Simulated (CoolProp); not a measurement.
Chlorine along the isobar 20 MPa: fugacity coefficient from the reference equation and from simpler models built on Tc = 143.7 °C, pc = 7.642 MPa, ω = 0.070; each cubic takes its own stable root.

Model: reference Helmholtz-energy equation of state, Thol 2021, in CoolProp.

```
T (°C)   phase  reference  Redlich-Kwong  Soave-Redlich-Kwong  Peng-Robinson
------  ------  ---------  -------------  -------------------  -------------
-58.05  liquid   0.002452       0.002209             0.002674       0.002687
-48.25  liquid   0.004052       0.003822             0.004369       0.004340
-38.55  liquid   0.006347       0.006204             0.006782       0.006670
-28.75  liquid   0.009570       0.009617              0.01015       0.009900
-19.05  liquid    0.01385        0.01421              0.01460        0.01414
-9.25   liquid    0.01945        0.02028              0.02042        0.01965
0.45    liquid    0.02645        0.02790              0.02766        0.02649
10.25   liquid    0.03516        0.03738              0.03666        0.03495
19.95   liquid    0.04553        0.04865              0.04737        0.04500
29.75   liquid    0.05789        0.06203              0.06011        0.05693
39.55   liquid    0.07221        0.07746              0.07488        0.07074
49.25   liquid    0.08837        0.09474              0.09154        0.08629
59.05   liquid     0.1067         0.1142               0.1104         0.1039
68.75   liquid     0.1268         0.1353               0.1311         0.1232
78.55   liquid     0.1490         0.1584               0.1540         0.1446
```
